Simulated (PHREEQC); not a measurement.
Consider water at 90 °C and 300 atm with 33 mmol/kgw HF, 3.9 mmol/kgw NaF and 93 mmol/kgw (NH4)2SiF6. Closed to the air; pH follows from the charge balance.

Computed with PHREEQC (ion-association model, phreeqc.dat).

```json
[
 {"quantity": "pH", "before": "2.74", "after": "3.15"},
 {"quantity": "HF (mol/kgw)", "before": "0.0304", "after": "0.0125"},
 {"quantity": "HF2- (mol/kgw)", "before": "0.000652", "after": "0.000226"},
 {"quantity": "NaF (mol/kgw)", "before": "5.12e-6", "after": "1.22e-6"}
]
```

Name the change that produced these shifts.
A) (NH4)2SiF6 left out
B) HF left out
C) diluted 5-fold with water
D) (NH4)2SiF6 from 0.093 to 0.14 mol/kgw
E) NaF replaced by Na2SiF6 at the same molality

C, diluted 5-fold with water

Precipitation was switched off in this run. Some of these states are supersaturated (in Quartz (slow to form), Chalcedony (slow to form), for instance). Under pressure, the constants of complexes without a molar volume in the database are unreliable. Away from 25 °C the constants follow the database's enthalpies or fits; those with neither stay at their 25 °C values. SiF6-2 is the database's only silicon fluoride.
